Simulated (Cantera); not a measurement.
Feed: 1 mol HMDSO, 0.23 mol N2O, at 10.0 Pa.

Equilibrium computed with Cantera from the NASA thermochemical tables; the gas is ideal and each condensed phase is pure. Candidate condensed phases: C, C6H6, C7H8, C8H18, H2O, Si, SiC, SiO2, Si2N2O, Si3N4; 151 gas species. The feed counts by its element totals alone. Mutual solubility and eutectic melting of coexisting phases are not modelled. Rates play no part. All values below are at 1075 K.

Base state: H2 0.984, CO 0.0160 (mole fractions); condensed: C(graphite) + SiC(s) + SiO2(β-quartz) + Si2N2O(s).

Task: What changes in the equilibrium state with this change: HMDSO replaced by Si2H6?

Result: 
```
species              before  after
-------------------  ------  -----
H2                    0.984  1.000
CO                   0.0160      0
C(graphite), mol       4.74      0
SiC(s), mol            1.11      0
SiO2(β-quartz), mol   0.427      0
Si2N2O(s), mol        0.230  0.230
Si(s), mol                0   1.54
```
